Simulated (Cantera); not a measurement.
Ignition delay

Mixture: 3.28 % CH4, 0.622 % H2, 17.2 % O2, 78.9 % N2, equivalence ratio 0.40, at 9.87 atm, adiabatic and at constant volume. Ignition delay is the time to a rise of 400 K.

Model: GRI-Mech 3.0 (53 species, 325 reactions), integrated in Cantera.

```json
[
 {"T0 (K)": "1123", "delay (ms)": "2.62"},
 {"T0 (K)": "1173", "delay (ms)": "1.34"},
 {"T0 (K)": "1223", "delay (ms)": "0.772"},
 {"T0 (K)": "1273", "delay (ms)": "0.476"},
 {"T0 (K)": "1323", "delay (ms)": "0.306"},
 {"T0 (K)": "1373", "delay (ms)": "0.201"},
 {"T0 (K)": "1423", "delay (ms)": "0.135"},
 {"T0 (K)": "1473", "delay (ms)": "0.0921"}
]
```

```
Quantity                                                Result
--------------------------------------------------  ----------
apparent activation energy between 1373 and 1473 K  130 kJ/mol
```
